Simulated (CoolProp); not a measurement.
R365MFC along the isotherm 226.85 °C: density (kg/m³) from the reference equation and from simpler models built on Tc = 186.9 °C, pc = 3.266 MPa, ω = 0.377; each cubic takes its own stable root.

The numbers come from the reference Helmholtz-energy equation of state, Lemmon 2016 in CoolProp.

```
p (MPa)          phase  reference  ideal gas  van der Waals  Soave-Redlich-Kwong  Peng-Robinson
-------  -------------  ---------  ---------  -------------  -------------------  -------------
0.0155             gas     0.5528     0.5521         0.5527               0.5527         0.5528
0.0353             gas      1.261      1.257          1.261                1.261          1.261
0.0803             gas      2.880      2.860          2.877                2.878          2.880
0.183              gas      6.622      6.518          6.609                6.612          6.625
0.416              gas      15.37      14.82          15.30                15.31          15.38
0.946              gas      36.75      33.70          36.40                36.44          36.83
2.15               gas      95.33      76.58          94.11                93.50          95.92
4.9      supercritical      341.6      174.5          413.4                330.8          351.1
```
